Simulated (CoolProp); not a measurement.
n-dodecane along the isotherm 346.85 °C: density (kg/m³) from the reference equation and from simpler models built on Tc = 385.0 °C, pc = 18.18 bar, ω = 0.574; each cubic takes its own stable root.

Model: reference Helmholtz-energy equation of state, Lemmon 2004, in CoolProp. It is a short technical equation, of lower accuracy than the large ones.

```
p (bar)   phase  reference
-------  ------  ---------
13       liquid      431.8
26       liquid      454.1
38.9     liquid      468.9
51.9     liquid      480.6
64.9     liquid      490.2
77.9     liquid      498.4
90.9     liquid      505.7
104      liquid      512.2
117      liquid      518.1
130      liquid      523.6
143      liquid      528.6
156      liquid      533.3
169      liquid      537.7
182      liquid      541.8
```

Task: How far does each simpler model (van der Waals, Redlich-Kwong, Soave-Redlich-Kwong, Peng-Robinson) lie from the reference over these 14 states: mean and median of the absolute difference, and the worst?

Result: 
- van der Waals: mean 40.0 %, median 36.0 %, worst -84.6 % at 346.85 °C and 13 bar
- Redlich-Kwong: mean 17.9 %, median 16.2 %, worst -31.6 % at 346.85 °C and 13 bar
- Soave-Redlich-Kwong: mean 15.5 %, median 14.5 %, worst -23.1 % at 346.85 °C and 13 bar
- Peng-Robinson: mean 5.4 %, median 4.4 %, worst -13.2 % at 346.85 °C and 13 bar

At some of these states van der Waals gives the other phase, because its saturation line lies elsewhere.
